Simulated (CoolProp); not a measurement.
R1224YDZ along the isobar 39.3 bar: fugacity coefficient from the reference equation and from simpler models built on Tc = 428.7 K, pc = 33.34 bar, ω = 0.325; each cubic takes its own stable root.

Computed with CoolProp (reference Helmholtz-energy equation of state, Akasaka 2023).

```json
[
 {"T (K)": "335.2", "phase": "liquid", "reference": "0.1210", "van der Waals": "0.2905", "Soave-Redlich-Kwong": "0.1254", "Peng-Robinson": "0.1210"},
 {"T (K)": "347.7", "phase": "liquid", "reference": "0.1616", "van der Waals": "0.3318", "Soave-Redlich-Kwong": "0.1678", "Peng-Robinson": "0.1615"},
 {"T (K)": "360.3", "phase": "liquid", "reference": "0.2100", "van der Waals": "0.3752", "Soave-Redlich-Kwong": "0.2184", "Peng-Robinson": "0.2099"},
 {"T (K)": "372.8", "phase": "liquid", "reference": "0.2653", "van der Waals": "0.4195", "Soave-Redlich-Kwong": "0.2760", "Peng-Robinson": "0.2651"},
 {"T (K)": "385.4", "phase": "liquid", "reference": "0.3278", "van der Waals": "0.4651", "Soave-Redlich-Kwong": "0.3407", "Peng-Robinson": "0.3273"},
 {"T (K)": "397.9", "phase": "liquid", "reference": "0.3955", "van der Waals": "0.5107", "Soave-Redlich-Kwong": "0.4104", "Peng-Robinson": "0.3942"},
 {"T (K)": "410.4", "phase": "liquid", "reference": "0.4677", "van der Waals": "0.5559", "Soave-Redlich-Kwong": "0.4833", "Peng-Robinson": "0.4645"},
 {"T (K)": "423", "phase": "liquid", "reference": "0.5427", "van der Waals": "0.6005", "Soave-Redlich-Kwong": "0.5572", "Peng-Robinson": "0.5358"},
 {"T (K)": "435.5", "phase": "supercritical", "reference": "0.6154", "van der Waals": "0.6424", "Soave-Redlich-Kwong": "0.6250", "Peng-Robinson": "0.6012"},
 {"T (K)": "448.1", "phase": "supercritical", "reference": "0.6671", "van der Waals": "0.6789", "Soave-Redlich-Kwong": "0.6732", "Peng-Robinson": "0.6478"},
 {"T (K)": "460.6", "phase": "supercritical", "reference": "0.7023", "van der Waals": "0.7057", "Soave-Redlich-Kwong": "0.7083", "Peng-Robinson": "0.6822"},
 {"T (K)": "473.1", "phase": "supercritical", "reference": "0.7314", "van der Waals": "0.7276", "Soave-Redlich-Kwong": "0.7380", "Peng-Robinson": "0.7115"}
]
```
